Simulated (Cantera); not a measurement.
Cantera run, input and output.

```python
import numpy as np
import cantera as ct

gas = ct.Solution("h2o2.yaml")
gas.TPX = 1325, 19000, {'H2': 1, 'O2': 1, 'N2': 2.3}
reactor = ct.IdealGasConstPressureReactor(gas, energy="off", clone=False)
net = ct.ReactorNet([reactor])
net.rtol, net.atol = 1e-08, 1e-18
show = ['H2', 'O2', 'HO2', 'H', 'H2O2']
times = np.geomspace(0.0003, 30, 12)

steps = ct.SolutionArray(gas, extra=["t"])
rows = []
print(f"{'t/s':>10s}{'T/K':>9s}{'P/Pa':>11s}" + "".join(f"{s:>11s}" for s in show))
for t in times:
    while net.time < t:
        t_next = net.step()
        steps.append(gas.state, t=t_next)
    rows.append([np.interp(t, steps.t, y) for y in (steps.T, steps.P, *steps(*show).X.T)])
    print(f"{t:10.3e}{rows[-1][0]:9.1f}{rows[-1][1]:11.4g}" + "".join(f"{x:11.3e}" for x in rows[-1][2:]))
rate = np.gradient(steps.T, steps.t)
print("integrator steps:", len(steps.t))
if steps.T.max() > steps.T[0] + 200:
    print(f"time of steepest temperature rise: {steps.t[rate.argmax()]:.4e} s")
gas.TPX = 1325, 19000, {'H2': 1, 'O2': 1, 'N2': 2.3}
gas.equilibrate("TP")
print(f"equilibrium (TP): T = {gas.T:.1f} K  " + "  ".join(f"{s} {gas[s].X[0]:.3e}" for s in show))
```

It prints:

```
       t/s      T/K       P/Pa         H2         O2        HO2          H       H2O2
 3.000e-04   1325.0    1.9e+04  1.622e-02  1.315e-01  2.594e-05  3.728e-02  2.438e-06
 8.544e-04   1325.0    1.9e+04  3.490e-03  1.307e-01  2.236e-05  2.900e-03  2.017e-06
 2.433e-03   1325.0    1.9e+04  3.309e-04  1.313e-01  7.124e-06  7.770e-05  6.559e-07
 6.930e-03   1325.0    1.9e+04  3.889e-05  1.315e-01  1.265e-06  3.371e-06  1.780e-07
 1.974e-02   1325.0    1.9e+04  7.201e-06  1.315e-01  2.787e-07  2.940e-07  5.318e-08
 5.621e-02   1325.0    1.9e+04  1.826e-06  1.316e-01  8.403e-08  3.979e-08  1.749e-08
 1.601e-01   1325.0    1.9e+04  5.812e-07  1.316e-01  4.127e-08  7.376e-09  6.454e-09
 4.560e-01   1325.0    1.9e+04  2.699e-07  1.316e-01  3.548e-08  2.358e-09  3.249e-09
 1.299e+00   1325.0    1.9e+04  2.253e-07  1.316e-01  3.564e-08  1.797e-09  2.760e-09
 3.699e+00   1325.0    1.9e+04  2.248e-07  1.316e-01  3.564e-08  1.791e-09  2.753e-09
 1.053e+01   1325.0    1.9e+04  2.248e-07  1.316e-01  3.564e-08  1.791e-09  2.753e-09
 3.000e+01   1325.0    1.9e+04  2.248e-07  1.316e-01  3.564e-08  1.791e-09  2.753e-09
integrator steps: 1906
equilibrium (TP): T = 1325.0 K  H2 2.248e-07  O2 1.316e-01  HO2 3.564e-08  H 1.791e-09  H2O2 2.753e-09
```

Model: the H2/O2 subset of GRI-Mech 3.0, which has no nitrogen chemistry, integrated in Cantera. The temperature is held fixed by assumption; the heat of reaction is taken as removed at once.
